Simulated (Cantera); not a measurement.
An isothermal, constant-pressure homogeneous reactor starts with H₂ : O₂ : N₂ = 0.03 : 1 : 4.9 (molar parts), equivalence ratio 0.015, at 1375 K and 10.00 Torr. Integrator tolerance rtol = 1e-08.

Model: the H2/O2 subset of GRI-Mech 3.0, which has no nitrogen chemistry, integrated in Cantera. Radical loss at walls, strong at low pressure, is not modelled.

Q: What does this change do: pressure from 10.00 Torr to 20.0 Torr?

A: 
| quantity | before | after |
|---|---|---|
| x(H₂) at 1.00 s | 2.16e-5 (gas-phase equilibrium 3.31e-8) | 4.56e-6 (gas-phase equilibrium 2.34e-8) |
| x(O₂) at 1.00 s | 0.166 (gas-phase equilibrium 0.167) | 0.166 (gas-phase equilibrium 0.167) |
| x(OH) at 1.00 s | 0.000380 (gas-phase equilibrium 1.50e-5) | 0.000175 (gas-phase equilibrium 1.26e-5) |
| x(H) at 1.00 s | 9.44e-5 (gas-phase equilibrium 5.44e-9) | 8.79e-6 (gas-phase equilibrium 3.23e-9) |
| x(O) at 1.00 s | 0.00154 (gas-phase equilibrium 2.26e-6) | 0.000314 (gas-phase equilibrium 1.60e-6) |
| x(H₂O₂) at 1.00 s | 3.33e-9 (gas-phase equilibrium 2.25e-11) | 2.71e-9 (gas-phase equilibrium 3.19e-11) |
| x(H₂O) at 1.00 s | 0.00481 (gas-phase equilibrium 0.00506) | 0.00497 (gas-phase equilibrium 0.00507) |

Q: What does this change do: O2 1 to 1.7 parts?

A: 
```json
[
 {"quantity": "x(H₂) at 1.00 s", "before": "2.16e-5 (gas-phase equilibrium 3.31e-8)", "after": "1.24e-5 (gas-phase equilibrium 2.39e-8)"},
 {"quantity": "x(O₂) at 1.00 s", "before": "0.166 (gas-phase equilibrium 0.167)", "after": "0.254 (gas-phase equilibrium 0.255)"},
 {"quantity": "x(OH) at 1.00 s", "before": "0.000380 (gas-phase equilibrium 1.50e-5)", "after": "0.000356 (gas-phase equilibrium 1.57e-5)"},
 {"quantity": "x(H) at 1.00 s", "before": "9.44e-5 (gas-phase equilibrium 5.44e-9)", "after": "5.64e-5 (gas-phase equilibrium 4.62e-9)"},
 {"quantity": "x(O) at 1.00 s", "before": "0.00154 (gas-phase equilibrium 2.26e-6)", "after": "0.00151 (gas-phase equilibrium 2.80e-6)"},
 {"quantity": "x(H₂O₂) at 1.00 s", "before": "3.33e-9 (gas-phase equilibrium 2.25e-11)", "after": "3.06e-9 (gas-phase equilibrium 2.49e-11)"},
 {"quantity": "x(H₂O) at 1.00 s", "before": "0.00481 (gas-phase equilibrium 0.00506)", "after": "0.00431 (gas-phase equilibrium 0.00453)"}
]
```

Q: What does this change do: pressure from 10.00 Torr to 1.80 Torr?

A: 
```csv
quantity,before,after
x(H₂) at 1.00 s,2.16e-5 (gas-phase equilibrium 3.31e-8),5.24e-5 (gas-phase equilibrium 7.79e-8)
x(O₂) at 1.00 s,0.166 (gas-phase equilibrium 0.167),0.164 (gas-phase equilibrium 0.167)
x(OH) at 1.00 s,0.000380 (gas-phase equilibrium 1.50e-5),0.000591 (gas-phase equilibrium 2.30e-5)
x(H) at 1.00 s,9.44e-5 (gas-phase equilibrium 5.44e-9),0.000380 (gas-phase equilibrium 1.97e-8)
x(O) at 1.00 s,0.00154 (gas-phase equilibrium 2.26e-6),0.00395 (gas-phase equilibrium 5.34e-6)
x(H₂O₂) at 1.00 s,3.33e-9 (gas-phase equilibrium 2.25e-11),8.66e-10 (gas-phase equilibrium 9.56e-12)
x(H₂O) at 1.00 s,0.00481 (gas-phase equilibrium 0.00506),0.00452 (gas-phase equilibrium 0.00506)
```
